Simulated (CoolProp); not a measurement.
Saturation properties of n-pentane.

Values from CoolProp's reference Helmholtz-energy equation of state, Thol 2019.

```
T (K)  p (bar)  liquid density (kg/m³)  liquid conductivity (mW/(m K))
-----  -------  ----------------------  ------------------------------
263.6   0.1554                   654.6                             125
276.2   0.2805                   642.6                             120
288.8   0.4768                   630.4                             115
301.3   0.7673                   618.0                             111
313.9    1.186                   605.1                             106
326.5    1.764                   591.8                             102
339      2.532                   578.1                            97.8
351.6    3.540                   563.6                            93.8
364.2    4.825                   548.4                            90.1
376.7    6.418                   532.4                            86.6
389.3    8.390                   515.2                            83.4
```

It boils at 309.2 K under 1 atm.

Thermal conductivity comes from a separate model (Vassiliou 2015).
